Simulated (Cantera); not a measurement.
Transport properties of process gases

Gas mixture: 67.8 % C₃H₈, 32.2 % CH₄, at 0.000250 bar, frozen composition.

Cantera's kinetic-theory transport with the Lennard-Jones parameters of GRI-Mech 3.0, ideal gas; thermal conductivity in the mixture-averaged form. The composition is frozen, though it would react at the higher temperatures.

```json
[
 {"T (K)": "400", "ρ (kg/m³)": "0.000264", "cp (J/kg/K)": "2192", "μ (µPa s)": "11.7", "λ (mW/m/K)": "36.1", "Pr": "0.708", "D (cm²/s) CO₂": "686", "D (cm²/s) NH₃": "956", "D (cm²/s) C₂H₂": "748"},
 {"T (K)": "550", "ρ (kg/m³)": "0.000192", "cp (J/kg/K)": "2791", "μ (µPa s)": "15.3", "λ (mW/m/K)": "59.6", "Pr": "0.718", "D (cm²/s) CO₂": "1240", "D (cm²/s) NH₃": "1770", "D (cm²/s) C₂H₂": "1340"},
 {"T (K)": "700", "ρ (kg/m³)": "0.000151", "cp (J/kg/K)": "3299", "μ (µPa s)": "18.6", "λ (mW/m/K)": "84.7", "Pr": "0.723", "D (cm²/s) CO₂": "1910", "D (cm²/s) NH₃": "2770", "D (cm²/s) C₂H₂": "2060"},
 {"T (K)": "850", "ρ (kg/m³)": "0.000124", "cp (J/kg/K)": "3709", "μ (µPa s)": "21.5", "λ (mW/m/K)": "110", "Pr": "0.724", "D (cm²/s) CO₂": "2680", "D (cm²/s) NH₃": "3940", "D (cm²/s) C₂H₂": "2890"},
 {"T (K)": "1000", "ρ (kg/m³)": "0.000105", "cp (J/kg/K)": "4052", "μ (µPa s)": "24.2", "λ (mW/m/K)": "135", "Pr": "0.725", "D (cm²/s) CO₂": "3560", "D (cm²/s) NH₃": "5270", "D (cm²/s) C₂H₂": "3830"},
 {"T (K)": "1150", "ρ (kg/m³)": "9.17e-5", "cp (J/kg/K)": "4308", "μ (µPa s)": "26.7", "λ (mW/m/K)": "160", "Pr": "0.721", "D (cm²/s) CO₂": "4520", "D (cm²/s) NH₃": "6750", "D (cm²/s) C₂H₂": "4870"},
 {"T (K)": "1300", "ρ (kg/m³)": "8.11e-5", "cp (J/kg/K)": "4531", "μ (µPa s)": "29.1", "λ (mW/m/K)": "183", "Pr": "0.718", "D (cm²/s) CO₂": "5570", "D (cm²/s) NH₃": "8360", "D (cm²/s) C₂H₂": "5990"},
 {"T (K)": "1450", "ρ (kg/m³)": "7.27e-5", "cp (J/kg/K)": "4723", "μ (µPa s)": "31.3", "λ (mW/m/K)": "206", "Pr": "0.717", "D (cm²/s) CO₂": "6710", "D (cm²/s) NH₃": "10100", "D (cm²/s) C₂H₂": "7210"},
 {"T (K)": "1600", "ρ (kg/m³)": "6.59e-5", "cp (J/kg/K)": "4889", "μ (µPa s)": "33.5", "λ (mW/m/K)": "229", "Pr": "0.716", "D (cm²/s) CO₂": "7920", "D (cm²/s) NH₃": "12000", "D (cm²/s) C₂H₂": "8510"}
]
```
D: mixture-averaged diffusion coefficient of that species in the mixture.
